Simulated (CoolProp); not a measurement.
Vapour-liquid equilibrium of R143a (1) + fluoroethane (R161) (2) at 237 K; x and y are mole fractions of (1).

Model: multi-fluid Helmholtz-energy mixture model, Lemmon and Jacobsen 2000 and Wu 2012; pair parameters Bell 2016, in CoolProp.

Problem. Give the bubble pressure and the first vapour's composition at x = 0.25, 0.75, 0.85. Is there an azeotrope?

Solution. x = 0.25: 0.1246 MPa, y = 0.342; x = 0.75: 0.1533 MPa, y = 0.813; x = 0.85: 0.1587 MPa, y = 0.891. No azeotrope shows between x = 0.05 and 0.95.

Pair parameters are fitted to limited data, so mixtures are less certain than the pure fluids.
